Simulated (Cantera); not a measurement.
Input: 1 mol Si3N4, 15 mol HCl, held at 950 K and 4.00e-5 bar.

These are equilibrium values from Cantera (NASA tables, ideal gas, pure condensed phases), not measurements of a reactor. Candidate condensed phases: NH4Cl, Si, Si3N4; 28 gas species. The tables' values for SiCl3 are old estimates; treat these amounts as uncertain. Equilibrium is a limit: real reactors are often held back by kinetics, nucleation or transport.

Base state: HCl 0.561, H2 0.239, SiCl4 0.119, N2 0.0799, SiCl3 0.000664, SiHCl3 0.000232, SiCl2 0.000124 (mole fractions); condensed: Si3N4(s).

What changes in the equilibrium state with this change: 0.34 mol HF added?


```
species          before     after
-------------  --------  --------
HCl               0.561     0.558
H2                0.239     0.241
SiCl4             0.119     0.114
SiF4                  0   0.00571
N2               0.0799    0.0805
HF                    0  0.000180
SiCl3          0.000664  0.000642
SiHCl3         0.000232  0.000226
SiCl2          0.000124  0.000121
Si3N4(s), mol     0.423     0.406
```
